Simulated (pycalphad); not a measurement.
All values are pycalphad results on the COST 507 light-alloy database (1999) (1 atm), not direct measurements. The database dates from 1999; later assessments differ in places, in temperatures and in the compounds included. Diffusion is slow at the low end, where real alloys seldom reach equilibrium.

### Question
How does the equilibrium phase assembly of Ti-2.151Hf-0.2964B (wt.%) change on cooling from 2850 K to 525 K?

### Answer
```tsv
T (K)	phases above	phases below
1911.7	LIQUID	BCC_A2 + LIQUID
1814.2	BCC_A2 + LIQUID	BCC_A2 + BM
1151.8	BCC_A2 + BM	BCC_A2 + BM + HCP_A3
1150.2	BCC_A2 + BM + HCP_A3	BM + HCP_A3
```
Changes were sought between steps of 75 K, so a narrower field can be missed.

Database names, with the compositions (at.%) that they take in these runs: BM: Ti 50 B 50. BCC_A2 is bcc; HCP_A3 is hcp.
